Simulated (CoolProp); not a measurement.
Vapour-liquid equilibrium of carbonyl sulfide (1) + propane (2) at 1970 kPa; x and y are mole fractions of (1).

The numbers come from the multi-fluid Helmholtz-energy mixture model, Lemmon 2006 and Lemmon 2009; pair parameters Bell 2016 in CoolProp.

Problem. Give the bubble temperature and the first vapour's composition at x = 0.15, 0.35, 0.95. Is there an azeotrope?

Solution. x = 0.15: 53.9 °C, y = 0.178; x = 0.35: 51.1 °C, y = 0.392; x = 0.95: 44.0 °C, y = 0.959. No azeotrope shows between x = 0.05 and 0.95.

The pair parameters rest on a limited set of measurements; away from them the model extrapolates.
